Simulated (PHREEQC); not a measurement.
PHREEQC input (ion-association model, wateq4f.dat):

```
SOLUTION_MASTER_SPECIES
  An  An-  0  An  62.0  # stands for a non-complexing anion
SOLUTION_SPECIES
  An- = An-
    -log_k 0
    -gamma 3.0 0
PHASES
  Fix_H+
    H+ = H+
    -log_k 0
SOLUTION 1
  temp 25
  units mmol/kgw
  pH 7 charge
  Na 50
  An 50
END
SELECTED_OUTPUT 1
  -reset false
  -pH true
  -pe true
  -ionic_strength true
  -water true
  -totals Na
  -molalities Hfo_wOH Hfo_wOH2+ Hfo_wO- Hfo_sOH Hfo_sOH2+ Hfo_sO-
USER_PUNCH 1
  -headings sigma psi
  10 PUNCH EDL("sigma", "Hfo"), EDL("psi", "Hfo")
PRINT
  -reset false
USE solution 1
SURFACE 1
  Hfo_wOH 0.00292135 600 1.3
  Hfo_sOH 7.30337e-05
EQUILIBRIUM_PHASES 1
  Fix_H+ -4 HAn 10
    -force_equality true
  O2(g) -0.68 10
END
# ... the last block is repeated for the other 16 points of pH, with NaOH or the acid as the point needs
```

Selected output (columns that matter, 17 of 17 rows; pH added in front):

```
pH	mu	Na	m_Hfo_wOH	m_Hfo_wOH2+	m_Hfo_wO-	m_Hfo_sOH	m_Hfo_sOH2+	m_Hfo_sO-	sigma	psi
4	0.051309	0.05	0.00058994	0.002328	3.4248e-06	1.4748e-05	5.82e-05	8.5619e-08	0.29476	0.15936
4.38	0.051072	0.05	0.0009056	0.0020064	9.364e-06	2.264e-05	5.016e-05	2.341e-07	0.25323	0.15171
4.75	0.050869	0.05	0.0012253	0.0016755	2.053e-05	3.0634e-05	4.1887e-05	5.1324e-07	0.20985	0.14222
5.12	0.050689	0.05	0.0015171	0.0013656	3.8612e-05	3.7928e-05	3.414e-05	9.653e-07	0.16827	0.13107
5.5	0.05053	0.05	0.0017637	0.0010924	6.5236e-05	4.4093e-05	2.731e-05	1.6309e-06	0.13024	0.1182
5.88	0.050398	0.05	0.0019489	0.00087278	9.9694e-05	4.8722e-05	2.1819e-05	2.4923e-06	0.098029	0.10405
6.25	0.050292	0.05	0.0020738	0.00070849	0.00013906	5.1845e-05	1.7712e-05	3.4765e-06	0.072204	0.089115
6.62	0.050208	0.05	0.0021539	0.0005861	0.00018134	5.3848e-05	1.4652e-05	4.5334e-06	0.051325	0.073073
7	0.050139	0.05	0.0022021	0.00049463	0.00022459	5.5053e-05	1.2366e-05	5.6149e-06	0.034241	0.055521
7.38	0.050083	0.05	0.0022277	0.00042812	0.00026555	5.5692e-05	1.0703e-05	6.6387e-06	0.020615	0.037049
7.75	0.050039	0.05	0.0022393	0.00037896	0.00030313	5.5982e-05	9.4739e-06	7.5782e-06	0.0096153	0.018428
8.12	0.050003	0.050004	0.0022425	0.00033839	0.00034045	5.6063e-05	8.4596e-06	8.5113e-06	-0.0002621	-0.00051333
8.5	0.050046	0.050088	0.0022387	0.00030013	0.00038254	5.5967e-05	7.5032e-06	9.5635e-06	-0.01045	-0.019954
8.88	0.050098	0.050186	0.0022258	0.00026136	0.00043423	5.5644e-05	6.534e-06	1.0856e-05	-0.02192	-0.039029
9.25	0.050165	0.050308	0.0021993	0.00022123	0.00050085	5.4981e-05	5.5307e-06	1.2521e-05	-0.035457	-0.056942
9.62	0.050263	0.050474	0.0021504	0.00017898	0.00059189	5.3761e-05	4.4746e-06	1.4797e-05	-0.052358	-0.073962
10	0.050423	0.050722	0.0020652	0.00013561	0.00072051	5.163e-05	3.3902e-06	1.8013e-05	-0.074169	-0.09035
```
